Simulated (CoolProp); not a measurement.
A Linde-Hampson liquefier for CF4 (R14): isothermal reversible compression at 320 K from 1 atm to 40 MPa, throttling to 1 atm, return gas leaving the recuperator 10 K below the feed. Each further row changes one setting.

Computed with CoolProp (reference Helmholtz-energy equation of state, Platzer 1990). This equation is an older, rougher fit; its heat capacities, sound speeds and derivatives of the liquid may be far off and weren't checked against measurements.

```json
[
 {"case": "as stated", "liquid yield per pass": "___", "compression work (kJ/kg of gas)": "169"},
 {"case": "warm-end temperature 350 K", "liquid yield per pass": "___", "compression work (kJ/kg of gas)": "190"},
 {"case": "warm-end gap 15 K", "liquid yield per pass": "___", "compression work (kJ/kg of gas)": "169"}
]
```

### Question
Complete the blanks.

### Answer

- as stated, liquid yield per pass: 0.230
- warm-end temperature 350 K, liquid yield per pass: 0.179
- warm-end gap 15 K, liquid yield per pass: 0.218
